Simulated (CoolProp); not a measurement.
Vapour-liquid equilibrium of carbon dioxide (1) + R22 (2) at 273.6 K; x and y are mole fractions of (1).

The numbers come from the multi-fluid Helmholtz-energy mixture model, Span 1996 and Kamei 1995; pair parameters Bell 2016 in CoolProp.

| x | bubble pressure, mixture model (bar) | bubble pressure, Raoult's law (bar) | y, mixture model | y, Raoult's law |
|---|---|---|---|---|
| 0.05 | 6.093 | 6.564 | 0.193 | 0.269 |
| 0.125 | 7.782 | 8.830 | 0.399 | 0.499 |
| 0.2 | 9.612 | 11.10 | 0.541 | 0.636 |
| 0.275 | 11.56 | 13.36 | 0.643 | 0.726 |
| 0.35 | 13.62 | 15.63 | 0.719 | 0.790 |
| 0.425 | 15.77 | 17.89 | 0.777 | 0.838 |
| 0.5 | 18.00 | 20.16 | 0.823 | 0.875 |
| 0.575 | 20.31 | 22.43 | 0.861 | 0.904 |
| 0.65 | 22.69 | 24.69 | 0.892 | 0.928 |
| 0.725 | 25.15 | 26.96 | 0.919 | 0.948 |
| 0.8 | 27.71 | 29.23 | 0.943 | 0.965 |
| 0.875 | 30.40 | 31.49 | 0.965 | 0.980 |
| 0.95 | 33.25 | 33.76 | 0.986 | 0.993 |

The largest gap from Raoult's law is -13.5 % in bubble pressure, at x = 0.275. No azeotrope shows between x = 0.05 and 0.95.

Pair parameters are fitted to limited data, so mixtures are less certain than the pure fluids.
